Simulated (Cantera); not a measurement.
Input (Python, Cantera) and output of one run.

```python
import numpy as np
import cantera as ct

gas_names = [...]  # 109 gases of nasa_gas.yaml made of C, Cl, H, Si
cond_names = """
    C(gr) C6H6(L) C7H8(L) C8H18(L),n-octa Si(cr) Si(L) SiC(b)
""".split()


# ... load() reads the species with a 1 bar reference pressure and builds the phases ...
atoms = {
    'CH3Cl': {'C': 1, 'H': 3, 'CL': 1},
    'Si': {'Si': 1},
    'H2': {'H': 2},
}
top_T = {'C(gr)': 4500, 'SiC(b)': 3050}  # K; cautious upper limits of use, not melting points


# ... equilibrate(T, P, feed) seeds the gas with the atoms and calls Mixture.equilibrate('TP', solver="vcs", rtol=1e-11, max_steps=5000) ...
results = []
feed = {'CH3Cl': 1, 'Si': 0.053, 'H2': 20}  # mol
T = 1598  # K
for P in [1, 6.8, 46, 320, 2200, 15000, 100000]:
    mix = equilibrate(T, P, feed)
    results.append((T, P, feed, dict(zip(mix.species_names, mix.species_moles))))

top = {s: max(r[3][s] / sum(r[3][g] for g in gas_names) for r in results) for s in gas_names}
cols = sorted((s for s in top if top[s] > 1e-05), key=lambda s: -top[s])[:5]
seen = [c for c in cond_names if any(r[3].get(c, 0) > 1e-12 for r in results)]
print("log10 of partial pressures in bar; condensed amounts in mol")
print(f"{'P/Pa':>10s}" + "".join(f"{s[:9]:>10s}" for s in cols + seen))
for T, P, feed, n in results:
    ng = sum(n[g] for g in gas_names)
    print(f"{P:10.4g}" + "".join(f"{np.log10(max(n[s] / ng * P / 1e5, 1e-99)):10.3f}" for s in cols)
          + "".join(f"{n.get(c, 0):10.4g}" for c in seen))
```

Result:

```
log10 of partial pressures in bar; condensed amounts in mol
      P/Pa        H2       HCL         H       CH4        CL     C(gr)    SiC(b)
         1    -5.028    -6.354    -6.788   -12.839    -8.215    0.9498   0.04902
       6.8    -4.190    -5.515    -6.369   -11.164    -7.795    0.9479   0.05094
        46    -3.359    -4.683    -5.953    -9.500    -7.379    0.9476   0.05124
       320    -2.515    -3.839    -5.532    -7.814    -6.957    0.9475   0.05128
      2200    -1.678    -3.002    -5.113    -6.139    -6.538    0.9469   0.05128
   1.5e+04    -0.844    -2.168    -4.696    -4.472    -6.121    0.9426   0.05124
     1e+05    -0.021    -1.344    -4.284    -2.825    -5.709    0.9148   0.05109
```

Equilibrium computed with Cantera from the NASA thermochemical tables; the gas is ideal and each condensed phase is pure.
